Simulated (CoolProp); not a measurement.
Water at 293.15 K and 14.6 MPa flows at 3.4 m/s in a round tube of 6 mm bore and 1.5 µm roughness, fully developed (64/Re and Nu = 3.66 if laminar; Colebrook and Gnielinski if turbulent). Each further row changes one setting.

Values from CoolProp's reference Helmholtz-energy equation of state, Wagner 2002.

```json
[
 {"case": "as stated", "Reynolds number": "20500", "Darcy friction factor": "0.0263", "pressure drop (Pa/m)": "25400", "heat-transfer coefficient (W/(m² K))": "15300", "mass flow (kg/h)": "348"},
 {"case": "velocity 6.8 m/s", "Reynolds number": "41100", "Darcy friction factor": "0.0226", "pressure drop (Pa/m)": "87600", "heat-transfer coefficient (W/(m² K))": "28400", "mass flow (kg/h)": "695"},
 {"case": "diameter 12 mm", "Reynolds number": "41100", "Darcy friction factor": "0.0222", "pressure drop (Pa/m)": "10800", "heat-transfer coefficient (W/(m² K))": "14000", "mass flow (kg/h)": "1390"}
]
```

Viscosity comes from a separate model (Huber 2009). Thermal conductivity comes from a separate model (Huber 2012).
